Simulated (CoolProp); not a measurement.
A simple Rankine cycle with R1336mzz(E): condensing at 319.15 K, boiler at 2.13 MPa, turbine inlet 409 K, turbine efficiency 0.75, pump efficiency 0.6, no recuperator. Each further row changes one setting.

Model: reference Helmholtz-energy equation of state, Akasaka 2023, in CoolProp.

```csv
case,thermal efficiency (%),net work (kJ/kg),heat in (kJ/kg),turbine exit temperature (K),volume ratio over the turbine
as stated,9.5,17.9,189,361.9,6.76
condensing temperature 311.15 K,10.5,20.9,199,357.2,8.67
boiler pressure 1.49 MPa,8.0,16.0,200,376.1,4.23
turbine efficiency 0.65,8.1,15.2,189,364.8,6.83
```
